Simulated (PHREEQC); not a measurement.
A solution holds 0.0067 mol/kgw HCl, 7.8e-05 mol/kgw ZnSO4 and 0.085 mol/kgw CuCl2, at 25 °C. Closed to the air; pH follows from the charge balance.

All values are PHREEQC results (ion-association model, phreeqc.dat), not measurements.

No solid was allowed to form.

Task: Order these S species by the share of S that they hold, largest first: HSO4-, SO4-2, CuSO4.

Result: CuSO4 (51 %), SO4-2 (42 %), HSO4- (7.9 %)

Task: Order these Zn species by the share of Zn that they hold, largest first: ZnCl+, ZnCl3-, ZnCl2, Zn+2.

Result: Zn+2 (88 %), ZnCl+ (11 %), ZnCl2 (0.89 %), ZnCl3- (0.17 %)

The pH is 2.28 and the ionic strength 0.240 mol/kgw. Complexes and solids missing from the database can't appear.
